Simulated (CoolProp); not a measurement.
Properties of sulfur hexafluoride along the isotherm 79.05 °C (Tc = 45.6 °C, pc = 3.755 MPa, ω = 0.210).

The numbers come from the reference Helmholtz-energy equation of state, Guder 2009 in CoolProp.

```tsv
p (MPa)	phase	Z	Joule-Thomson coefficient (K/MPa)	conductivity (mW/(m K))	fugacity coefficient
2.68	gas	0.8086	7.224	19.6	0.8350
5.36	supercritical	0.5529	8.030	29.2	0.6790
8.05	supercritical	0.4233	…	43.6	0.5459
10.7	supercritical	0.4729	1.303	50.3	0.4659
13.4	supercritical	0.5452	0.7243	54.8	0.4170
16.1	supercritical	0.6215	0.4360	58.2	0.3862
18.8	supercritical	0.6983	…	61.1	0.3663
21.5	supercritical	0.7749	0.1461	63.6	0.3535
24.1	supercritical	0.8481	…	65.8	0.3460
26.8	supercritical	0.9233	0.001233	67.8	0.3418
29.5	supercritical	0.9979	-0.04863	69.8	0.3405
32.2	supercritical	1.072	…	71.6	0.3415
34.9	supercritical	1.145	-0.1216	73.3	0.3445
37.5	supercritical	1.215	…	74.9	0.3489
```

### Question
Fill in the missing entries.

### Answer

- 8.05, Joule-Thomson coefficient (K/MPa): 2.966
- 18.8, Joule-Thomson coefficient (K/MPa): 0.2625
- 24.1, Joule-Thomson coefficient (K/MPa): 0.06505
- 32.2, Joule-Thomson coefficient (K/MPa): -0.08868
- 37.5, Joule-Thomson coefficient (K/MPa): -0.1481

Thermal conductivity comes from a separate model (Assael 2012).
